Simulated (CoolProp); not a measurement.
Properties of cis-2-butene along the isotherm 8.15 °C.

The numbers come from the reference Helmholtz-energy equation of state, Lemmon 2005 in CoolProp. It is a short technical equation, of lower accuracy than the large ones.

```tsv
p (kPa)	phase	Z	cp (kJ/(kg K))	speed of sound (m/s)	fugacity coefficient
20.1	gas	0.9926	1.390	214.9	0.9927
32.5	gas	0.9880	1.398	214.2	0.9882
52.4	gas	0.9805	1.412	213.0	0.9809
84.7	gas	0.9681	1.436	210.9	0.9691
137	liquid	0.005175	2.175	1069	0.8355
221	liquid	0.008346	2.175	1069	0.5196
357	liquid	0.01348	2.174	1071	0.3233
577	liquid	0.02178	2.173	1073	0.2017
933	liquid	0.03519	2.172	1076	0.1264
1510	liquid	0.05688	2.169	1081	0.07984
2430	liquid	0.09137	2.165	1090	0.05136
3930	liquid	0.1473	2.158	1103	0.03360
6350	liquid	0.2370	2.149	1124	0.02276
```
